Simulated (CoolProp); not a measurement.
Values from CoolProp's reference Helmholtz-energy equation of state, Thol 2022.

For vinyl chloride, give the phase and the speed of sound (m/s), Joule-Thomson coefficient (K/MPa) at -47.95 °C and 3.5 MPa; -47.95 °C and 7 MPa.


- -47.95 °C and 3.5 MPa: liquid; speed of sound 1240, Joule-Thomson coefficient -0.412
- -47.95 °C and 7 MPa: liquid; speed of sound 1260, Joule-Thomson coefficient -0.416
